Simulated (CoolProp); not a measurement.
Vapour-liquid equilibrium of n-butane (1) + R245fa (2) at 371 K; x and y are mole fractions of (1).

The numbers come from the multi-fluid Helmholtz-energy mixture model, Bücker 2006 and Akasaka 2015; pair parameters Bell 2016 in CoolProp.

```
x      bubble pressure (bar)  y at the bubble point  dew pressure at overall composition x (bar)  liquid density (mol/L)
-----  ---------------------  ---------------------  -------------------------------------------  ----------------------
0.05                   13.40                  0.117                                        12.61                   8.132
0.125                  15.04                  0.241                                        13.50                   7.995
0.2                    16.29                  0.329                                        14.47                   7.865
0.275                  17.21                  0.396                                        15.51                   7.746
0.35                   17.87                  0.450                                        16.58                   7.645
0.425                  18.32                  0.497                                        17.58                   7.568
0.5                    18.60                  0.540                                        18.35                   7.521
0.575                  18.71                  0.581                                        18.70                   7.510
0.65                   18.66                  0.625                                        18.55                   7.538
0.725                  18.41                  0.672                                        17.97                   7.605
0.8                    17.93                  0.729                                        17.14                   7.707
0.875                  17.12                  0.801                                        16.20                   7.838
0.95                   15.84                  0.903                                        15.25                   7.991
```

y crosses x between x = 0.575 and 0.65: the model has an azeotrope there.

The pair parameters rest on a limited set of measurements; away from them the model extrapolates.
